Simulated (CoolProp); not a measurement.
The fluid at 476.07 K and 0.0792 MPa is compressed adiabatically to 0.497 MPa with isentropic efficiency 0.6. The same conditions are run with several fluids, on thermodynamics alone (safety and materials aside).

Model: reference Helmholtz-energy equation of state of each fluid (octamethylcyclotetrasiloxane (D4): Thol 2015; carbon dioxide: Span 1996; dry air: Lemmon 2000), in CoolProp. Blends and air are pseudo-pure fits.

```tsv
fluid	work (kJ/kg)	final temperature (K)	final phase	final density (kg/m³)
octamethylcyclotetrasiloxane (D4)	…	…	…	…
carbon dioxide	327	777.3	gas	…
dry air	…	…	gas	1.76
```

Question: Some entries are withheld; supply them.

Answer: 
- octamethylcyclotetrasiloxane (D4), work (kJ/kg): 33.3
- octamethylcyclotetrasiloxane (D4), final temperature (K): 524.4
- octamethylcyclotetrasiloxane (D4), final phase: two-phase, vapour fraction 0.559
- octamethylcyclotetrasiloxane (D4), final density (kg/m³): 76.3
- carbon dioxide, final density (kg/m³): 3.38
- dry air, work (kJ/kg): 545
- dry air, final temperature (K): 979.5
